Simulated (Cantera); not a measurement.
A closed system holds: 1 mol Si, 0.89 mol H2O, at 0.133 bar.

Equilibrium computed with Cantera from the NASA thermochemical tables; the gas is ideal and each condensed phase is pure. Candidate condensed phases: H2O, Si, SiO2; 18 gas species. Mutual solubility and eutectic melting of coexisting phases are not modelled. The tables hold silica as quartz up to 1696 K and as liquid above; real silica turns to tridymite and cristobalite and melts near 1996 K. Equilibrium is a limit: real reactors are often held back by kinetics, nucleation or transport.

Over these rows the condensed part is Si(s) + SiO2(β-quartz). Partial pressures as log10 of bar:

```json
[
 {"T (K)": "1123", "1000/T (1/K)": "0.8905", "log p SiO": "-7.30", "log p H2": "-0.88"},
 {"T (K)": "1223", "1000/T (1/K)": "0.8177", "log p SiO": "-5.99", "log p H2": "-0.88"},
 {"T (K)": "1323", "1000/T (1/K)": "0.7559", "log p SiO": "-4.88", "log p H2": "-0.88"},
 {"T (K)": "1423", "1000/T (1/K)": "0.7027", "log p SiO": "-3.93", "log p H2": "-0.88"},
 {"T (K)": "1523", "1000/T (1/K)": "0.6566", "log p SiO": "-3.11", "log p H2": "-0.88"},
 {"T (K)": "1623", "1000/T (1/K)": "0.6161", "log p SiO": "?", "log p H2": "-0.89"}
]
```

Fit log p(SiO) = a + b·(1000/T) to the five rows, give the apparent enthalpy, and predict the row at 1623 K.

Means: 1000/T = 0.7647, log p = -5.042. Sxy = -0.613519, Sxx = 0.0342417, so b = -17.92 and a = -5.042 − (-17.92)×0.7647 = 8.66.
Apparent enthalpy: −19.145 × (-17.92) = 343 kJ/mol. The condensed phases alone fix this pressure, through 1/2 Si(s) + 1/2 SiO2(β-quartz) = SiO(g), so the slope is that reaction's ΔH° and the other gases don't enter. The five rows lie within 0.01 of the line.
Prediction at 1623 K: 8.66 + (-17.92)×0.6161 = -2.38. The computed value is -2.39, 0.01 from the line.
